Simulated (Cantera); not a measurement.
A closed system holds: 1 mol Si3N4, 0.04 mol H2, 0.35 mol C, equilibrated at 2.00 Pa.

These are equilibrium values from Cantera (NASA tables, ideal gas, pure condensed phases), not measurements of a reactor. Candidate condensed phases: C, C6H6, C7H8, C8H18, Si, SiC, Si3N4; 105 gas species. The tables' values for SiN are old estimates; treat these amounts as uncertain. The numbers say what is thermodynamically allowed, not how fast it happens. All values below are at 1950 °C.

Base state: Si 0.551, N2 0.395, SiC2 0.0313, H 0.0154, Si2C 0.00536, CN 0.000799, SiN 0.000250, Si2 0.000221 (mole fractions); condensed: gas only.

**Question.** What changes in the equilibrium state with this change: C from 0.35 to 0.022 mol?

**Answer.** 
```
species    before     after
-------  --------  --------
Si          0.551     0.587
N2          0.395     0.394
H          0.0154    0.0155
SiC2       0.0313   0.00143
Si2C      0.00536   0.00126
C3        7.64e-5   6.76e-7
CN       0.000799  0.000165
C         8.43e-5   1.74e-5
HNC       1.32e-5   2.74e-6
HCN      0.000162   3.35e-5
```

**Question.** What changes in the equilibrium state with this change: 0.22 mol CH4 added?

**Answer.** 
| species | before | after |
|---|---|---|
| Si | 0.551 | 0.456 |
| N2 | 0.395 | 0.339 |
| H | 0.0154 | 0.142 |
| SiC2 | 0.0313 | 0.0443 |
| C2H2 (acetylene) | 1.82e-7 | 2.63e-5 |
| H2 | 0.000116 | 0.00980 |
| C2H | 8.94e-7 | 1.41e-5 |
| HCN | 0.000162 | 0.00180 |
